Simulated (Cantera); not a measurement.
Source: NASA polynomial tables (part measured, part estimated), evaluated in Cantera. Values are per mole of reaction as written; species without (g) are pure solids or liquids, kept so even where they would boil at 1 bar.

Task: Between 300 and 773 K, where is each reaction favourable under standard conditions?
- S2(g) + 6 O(g) → 2 SO3(g)
- 2 SO2(g) → 4 O(g) + S2(g)
- O2(g) + S → SO2(g)

Result: 
- S2(g) + 6 O(g) → 2 SO3(g): ΔG° is -2211 kJ at 300 K and -1877 kJ at 773 K; it stays negative (K > 1). ΔH° is -2432 kJ and ΔS° -718 J/K at 773 K.
- 2 SO2(g) → 4 O(g) + S2(g): ΔG° is 1606 kJ at 300 K and 1420 kJ at 773 K; it stays positive (K < 1). ΔH° is 1731 kJ and ΔS° 403 J/K at 773 K.
- O2(g) + S → SO2(g): ΔG° is -300 kJ at 300 K and -299 kJ at 773 K; it stays negative (K > 1). ΔH° is -307 kJ and ΔS° -11 J/K at 773 K.
